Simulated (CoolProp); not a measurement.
Computed with CoolProp (reference Helmholtz-energy equation of state, Lemmon 2016).

Question: For R227EA, give the phase and the cp (kJ/(kg K)), speed of sound (m/s), expansivity (1/kK), fugacity coefficient at -42.55 °C and 7250 kPa; 93.25 °C and 7250 kPa.

Answer: 
- -42.55 °C and 7250 kPa: liquid; cp 1.02, speed of sound 739, expansivity 1.80, fugacity coefficient 0.00558
- 93.25 °C and 7250 kPa: liquid; cp 1.33, speed of sound 268, expansivity 4.69, fugacity coefficient 0.301
